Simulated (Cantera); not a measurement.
Cantera run, input and output.

```python
import numpy as np
import cantera as ct

gas = ct.Solution("gri30.yaml")
gas.TPX = 950, 260, {'H2': 0.027, 'O2': 1, 'N2': 0.65}
reactor = ct.IdealGasConstPressureReactor(gas, energy="off", clone=False)
net = ct.ReactorNet([reactor])
net.rtol, net.atol = 1e-08, 1e-18
show = ['H2', 'O2', 'H2O', 'O', 'H2O2', 'H']
times = np.geomspace(2e-06, 3, 15)

steps = ct.SolutionArray(gas, extra=["t"])
rows = []
print(f"{'t/s':>10s}{'T/K':>9s}{'P/Pa':>11s}" + "".join(f"{s:>11s}" for s in show))
for t in times:
    while net.time < t:
        t_next = net.step()
        steps.append(gas.state, t=t_next)
    rows.append([np.interp(t, steps.t, y) for y in (steps.T, steps.P, *steps(*show).X.T)])
    print(f"{t:10.3e}{rows[-1][0]:9.1f}{rows[-1][1]:11.4g}" + "".join(f"{x:11.3e}" for x in rows[-1][2:]))
rate = np.gradient(steps.T, steps.t)
print("integrator steps:", len(steps.t))
if steps.T.max() > steps.T[0] + 200:
    print(f"time of steepest temperature rise: {steps.t[rate.argmax()]:.4e} s")
gas.TPX = 950, 260, {'H2': 0.027, 'O2': 1, 'N2': 0.65}
gas.equilibrate("TP")
print(f"equilibrium (TP): T = {gas.T:.1f} K  " + "  ".join(f"{s} {gas[s].X[0]:.3e}" for s in show))
```

Output:

```
       t/s      T/K       P/Pa         H2         O2        H2O          O       H2O2          H
 2.000e-06    950.0        260  1.610e-02  5.963e-01  3.672e-21  6.344e-18  1.707e-22  8.596e-15
 5.523e-06    950.0        260  1.610e-02  5.963e-01  7.452e-20  4.653e-17  1.253e-21  2.371e-14
 1.525e-05    950.0        260  1.610e-02  5.963e-01  1.225e-18  3.279e-16  8.854e-21  6.528e-14
 4.212e-05    950.0        260  1.610e-02  5.963e-01  2.454e-17  2.465e-15  6.707e-20  1.787e-13
 1.163e-04    950.0        260  1.610e-02  5.963e-01  4.231e-16  1.797e-14  4.971e-19  4.827e-13
 3.212e-04    950.0        260  1.610e-02  5.963e-01  8.047e-15  1.302e-13  3.763e-18  1.259e-12
 8.870e-04    950.0        260  1.610e-02  5.963e-01  1.468e-13  8.914e-13  2.869e-17  3.066e-12
 2.449e-03    950.0        260  1.610e-02  5.963e-01  2.267e-12  5.587e-12  2.188e-16  7.188e-12
 6.764e-03    950.0        260  1.610e-02  5.963e-01  3.072e-11  3.705e-11  1.673e-15  2.255e-11
 1.868e-02    950.0        260  1.610e-02  5.963e-01  6.939e-10  5.360e-10  1.295e-14  2.347e-10
 5.159e-02    950.0        260  1.610e-02  5.963e-01  3.512e-07  2.457e-07  2.529e-13  1.040e-07
 1.425e-01    950.0        260  1.770e-03  5.869e-01  1.177e-02  6.694e-03  1.800e-08  4.204e-03
 3.934e-01    950.0        260  1.447e-04  5.867e-01  1.486e-02  7.379e-03  4.469e-09  1.896e-03
 1.086e+00    950.0        260  7.194e-05  5.898e-01  1.565e-02  3.734e-03  4.687e-09  6.650e-04
 3.000e+00    950.0        260  1.964e-05  5.921e-01  1.608e-02  1.034e-03  4.746e-09  9.470e-05
integrator steps: 987
equilibrium (TP): T = 950.0 K  H2 7.580e-12  O2 5.930e-01  H2O 1.623e-02  O 4.831e-10  H2O2 9.154e-13  H 3.024e-14
```

Detailed kinetics in Cantera: GRI-Mech 3.0 (53 species, 325 reactions). Radical loss at walls, strong at low pressure, is not modelled.
